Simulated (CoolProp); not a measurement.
The fluid at 452.19 K and 1.53 MPa is compressed adiabatically to 5.18 MPa with isentropic efficiency 1. The same conditions are run with several fluids, on thermodynamics alone (safety and materials aside).

Model: reference Helmholtz-energy equation of state of each fluid (ammonia: Gao 2020; oxygen: Schmidt 1985; methane: Setzmann 1991; ethane: Bücker 2006), in CoolProp.

| fluid | work (kJ/kg) | final temperature (K) | final phase | final density (kg/m³) |
|---|---|---|---|---|
| ammonia | 294 | 579.8 | gas | 19.1 |
| oxygen | 171 | ___ | supercritical | 31.4 |
| methane | 321 | ___ | supercritical | 17.6 |
| ethane | ___ | 522.6 | supercritical | ___ |

Task: What belongs in the gaps?

Result: 
- oxygen, final temperature (K): 625.6
- methane, final temperature (K): 563.9
- ethane, work (kJ/kg): 158
- ethane, final density (kg/m³): 37.7

Above 300 K oxygen's equation is extrapolated.
